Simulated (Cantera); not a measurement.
Input: 1 mol SiH2Cl2, 11 mol NH3, 38 mol N2, equilibrated at 1973.15 K and 0.133 bar.

Equilibrium computed with Cantera from the NASA thermochemical tables; the gas is ideal and each condensed phase is pure. Candidate condensed phases: NH4Cl, Si, Si3N4; 28 gas species. The tables' values for SiCl, SiN, SiCl3 are old estimates; treat these amounts as uncertain. Gases not in the tables: Si2H6 and higher silanes. The numbers say what is thermodynamically allowed, not how fast it happens.

Base state: N2 0.701, H2 0.270, HCl 0.0226, SiCl2 0.00467, H 0.00192, Si 0.000237, SiCl 0.000128, Cl 0.000120 (mole fractions); condensed: Si(l).

Q: What changes in the equilibrium state with this change: NH3 from 11 to 34 mol?

A: 
| species | before | after |
|---|---|---|
| N2 | 0.701 | 0.508 |
| H2 | 0.270 | 0.471 |
| HCl | 0.0226 | 0.0157 |
| SiCl2 | 0.00467 | 0.00130 |
| SiCl3 | 1.87e-5 | 2.75e-6 |
| SiCl | 0.000128 | 6.73e-5 |
| Cl | 0.000120 | 6.34e-5 |
| SiH2 | 2.45e-5 | 4.29e-5 |
| Si(l), mol | 0.678 | 0.809 |
The tables' values for SiCl, SiN are old estimates; treat these amounts as uncertain.
